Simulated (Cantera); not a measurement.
# Pyrogenic steam for wet oxidation

An isothermal, constant-pressure homogeneous reactor starts with 7.98 % H2, 6.13 % O2, 85.9 % N2, equivalence ratio 0.65, at 1150 K and 100000 Pa.

Model: the H2/O2 subset of GRI-Mech 3.0, which has no nitrogen chemistry, integrated in Cantera. The temperature is held fixed by assumption; the heat of reaction is taken as removed at once.

```json
[
 {"t (s)": "0.000300", "x H2": "0.00380", "x O2": "0.0241", "x H2O2": "3.56e-6", "x OH": "0.000804", "x H": "0.00220", "x O": "0.000835", "x HO2": "1.84e-5"},
 {"t (s)": "0.000949", "x H2": "0.000344", "x O2": "0.0225", "x H2O2": "1.25e-6", "x OH": "0.000114", "x H": "2.08e-5", "x O": "3.84e-5", "x HO2": "8.16e-6"},
 {"t (s)": "0.00300", "x H2": "4.97e-5", "x O2": "0.0224", "x H2O2": "2.78e-7", "x OH": "3.74e-5", "x H": "9.19e-7", "x O": "4.05e-6", "x HO2": "2.02e-6"},
 {"t (s)": "0.00949", "x H2": "4.83e-6", "x O2": "0.0224", "x H2O2": "6.09e-8", "x OH": "1.58e-5", "x H": "4.36e-8", "x O": "5.65e-7", "x HO2": "2.72e-7"},
 {"t (s)": "0.0300", "x H2": "3.18e-7", "x O2": "0.0224", "x H2O2": "1.46e-8", "x OH": "7.30e-6", "x H": "2.39e-9", "x O": "1.11e-7", "x HO2": "3.41e-8"},
 {"t (s)": "0.0949", "x H2": "4.40e-8", "x O2": "0.0224", "x H2O2": "4.03e-9", "x OH": "3.71e-6", "x H": "2.69e-10", "x O": "2.87e-8", "x HO2": "7.64e-9"},
 {"t (s)": "0.300", "x H2": "1.19e-8", "x O2": "0.0224", "x H2O2": "1.24e-9", "x OH": "2.02e-6", "x H": "4.43e-11", "x O": "8.59e-9", "x HO2": "2.52e-9"},
 {"t (s)": "0.949", "x H2": "4.22e-9", "x O2": "0.0224", "x H2O2": "4.27e-10", "x OH": "1.17e-6", "x H": "9.57e-12", "x O": "2.90e-9", "x HO2": "1.37e-9"},
 {"t (s)": "3.00", "x H2": "2.54e-9", "x O2": "0.0224", "x H2O2": "2.10e-10", "x OH": "8.18e-7", "x H": "4.12e-12", "x O": "1.41e-9", "x HO2": "1.26e-9"},
 {"t (s)": "9.49", "x H2": "2.40e-9", "x O2": "0.0224", "x H2O2": "1.87e-10", "x OH": "7.70e-7", "x H": "3.68e-12", "x O": "1.25e-9", "x HO2": "1.28e-9"},
 {"t (s)": "30.0", "x H2": "2.40e-9", "x O2": "0.0224", "x H2O2": "1.87e-10", "x OH": "7.69e-7", "x H": "3.68e-12", "x O": "1.25e-9", "x HO2": "1.28e-9"}
]
```
x: mole fraction; the columns are a selection and need not sum to one.

Equilibrium at this temperature and pressure: H2 2.40e-9, O2 0.0224, H2O2 1.87e-10, OH 7.69e-7, H 3.68e-12, O 1.25e-9, HO2 1.28e-9 (gas phase only).
